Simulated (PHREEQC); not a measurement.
1 kg of water meets 20 L of dry gas (CO2 0.5, N2 0.5 by moles) at fixed total pressure, at 5 atm; fugacities by Peng-Robinson. The gases take part in no redox reaction, some water evaporates into the gas, and hydrates or a liquid gas phase aren't modelled. No solid was allowed to form.

All values are PHREEQC results (ion-association model, phreeqc.dat), not measurements.

Task: Predict dissolved CO2 (all carbonate carbon) (mol/kgw), dissolved N2 (mol/kgw) at T (°C) = 10, 20, 30, 40, 50.

Result: 
```
T (°C)  dissolved CO2 (all carbonate carbon) (mol/kgw)  dissolved N2 (mol/kgw)
------  ----------------------------------------------  ----------------------
10                                               0.126                 0.00217
20                                              0.0927                 0.00182
30                                              0.0710                 0.00157
40                                              0.0564                 0.00139
50                                              0.0460                 0.00127
```

At this temperature some constants are extrapolated from 25 °C, and those without enthalpy data are left unchanged.
